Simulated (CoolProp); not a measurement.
A single-stage vapour-compression cycle with R152A: evaporating at 243.15 K (dew point), condensing at 289.15 K (bubble point), superheat 10 K, subcooling 2 K, compressor efficiency 0.85, no pressure losses. Each further row changes one setting.

The numbers come from the reference Helmholtz-energy equation of state, Outcalt 1996 in CoolProp. It is a modified Benedict-Webb-Rubin equation, recast in Helmholtz form.

| case | cooling COP | pressure ratio | discharge temperature (K) | refrigerating effect (kJ/kg) | volumetric capacity (kJ/m³) |
|---|---|---|---|---|---|
| as stated | 3.80 | 5.87 | 330.5 | 271 | 677 |
| evaporating temperature 248.15 K | 4.43 | 4.67 | 325.9 | 275 | 851 |
| condensing temperature 284.15 K | 4.35 | 4.99 | 323.1 | 280 | 699 |
| subcooling 7 K | 3.92 | 5.87 | 330.5 | 280 | 699 |
| superheat 20 K | 3.78 | 5.87 | 341.1 | 281 | 672 |
| compressor efficiency 0.75 | 3.35 | 5.87 | 338.4 | 271 | 677 |
